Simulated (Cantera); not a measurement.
Input (Python, Cantera):

```python
import numpy as np
import cantera as ct

gas = ct.Solution("gri30.yaml")
gas.TPX = 625, 470000, {'C3H8': 1, 'O2': 3.33, 'N2': 31.7, 'H2O': 1.6}
inlet = ct.Reservoir(gas, clone=True)
gas.equilibrate("HP")  # start burning
reactor = ct.IdealGasConstPressureReactor(gas, energy="on", clone=False)
exhaust = ct.Reservoir(gas, clone=True)
tau = [0.42, 0.14, 0.048, 0.016, 0.0054, 0.0018, 0.00061, 0.00021, 7e-05][0]
for a, b in ((inlet, reactor), (reactor, exhaust)):
    ct.MassFlowController(a, b, mdot=lambda t: reactor.mass / tau)
net = ct.ReactorNet([reactor])
show = ['C3H8', 'O2', 'H2O', 'C2H2', 'NO', 'H2O2']

rows = []
print(f"{'tau/s':>10s}{'T/K':>9s}" + "".join(f"{s:>11s}" for s in show))
for tau in [0.42, 0.14, 0.048, 0.016, 0.0054, 0.0018, 0.00061, 0.00021, 7e-05]:
    net.initial_time = 0.0
    net.advance(30 * tau)
    before = gas.X
    net.advance(40 * tau)
    drift = np.max(np.abs(gas.X - before) / (gas.X + 1e-9))
    rows.append([gas.T, *gas[show].X, drift])
    print(f"{tau:10.3e}{gas.T:9.1f}" + "".join(f"{x:11.3e}" for x in gas[show].X))
```

Result:

```
     tau/s      T/K       C3H8         O2        H2O       C2H2         NO       H2O2
 4.200e-01   1485.7  7.838e-06  8.223e-04  1.050e-01  3.237e-03  9.085e-09  9.050e-09
 1.400e-01   1475.2  2.021e-05  1.512e-03  1.056e-01  2.979e-03  1.115e-08  2.240e-08
 4.800e-02   1457.0  5.053e-05  2.780e-03  1.062e-01  2.406e-03  1.320e-08  5.443e-08
 1.600e-02   1419.8  1.395e-04  5.606e-03  1.061e-01  1.496e-03  1.316e-08  1.611e-07
 5.400e-03   1273.8  8.932e-04  1.799e-02  9.923e-02  3.459e-04  2.154e-09  4.586e-06
 1.800e-03    625.0  2.657e-02  8.849e-02  4.252e-02  1.187e-17  3.084e-24  1.454e-16
 6.100e-04    625.0  2.657e-02  8.849e-02  4.252e-02 -1.436e-21 -3.732e-28  1.659e-17
 2.100e-04    625.0  2.657e-02  8.849e-02  4.252e-02 -5.165e-23 -1.342e-29  2.515e-18
 7.000e-05    625.0  2.657e-02  8.849e-02  4.252e-02 -1.675e-28 -4.351e-35  2.175e-19
```

Computed with Cantera and GRI-Mech 3.0 (53 species, 325 reactions). GRI-Mech 3.0 was tuned for natural gas; its chemistry of propane as a main component is partial and can be far from experiment.
